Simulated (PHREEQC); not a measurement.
Make-up at 90 °C: 0.12 mol/kgw HCl, 0.25 mol/kgw CuSO4 and 0.00017 mol/kgw CuCl2. It is in equilibrium with CO2 at log p = -3.5 (atm). Otherwise closed; pH follows from the charge balance.

Model: ion-association model, phreeqc.dat, run in PHREEQC.

| quantity | before | after |
|---|---|---|
| pH | 1.94 | 2.50 |
| ionic strength (mol/kgw) | 0.490 | 0.0630 |
| Cu+2 (mol/kgw) | 0.116 | 0.0157 |
| HSO4- (mol/kgw) | 0.104 | 0.00816 |
| CuSO4 (mol/kgw) | 0.0766 | 0.00704 |

**Question.** Name the change that produced these shifts.
A. CuCl2 replaced by MgCl2 at the same molality
B. CuCl2 from 0.00017 to 3.4e-05 mol/kgw
C. diluted 10-fold with water

**Answer.** C, diluted 10-fold with water

No solid was allowed to form. Away from 25 °C the constants follow the database's enthalpies or fits; those with neither stay at their 25 °C values.
